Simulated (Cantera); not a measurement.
A freely propagating, adiabatic, planar premixed flame of H₂ : O₂ : N₂ = 1 : 0.263 : 0.947 (molar parts), equivalence ratio 1.9, unburnt at 575 K and 1.20 bar; mixture-averaged transport, grid criteria slope 0.08 and curve 0.16, no radiation.

Computed with Cantera and the H2/O2 subset of GRI-Mech 3.0, which has no nitrogen chemistry. Burning velocities carry a grid error of a few per cent, more on coarse grids.

Task: Predict: laminar burning velocity; thermal thickness; peak x(OH); peak x(HO₂); peak x(O).

Result: 
| Item | Value |
|---|---|
| laminar burning velocity | 882 cm/s |
| thermal thickness | 0.349 mm |
| peak x(OH) | 0.00648 |
| peak x(HO₂) | 0.000327 |
| peak x(O) | 0.00474 |
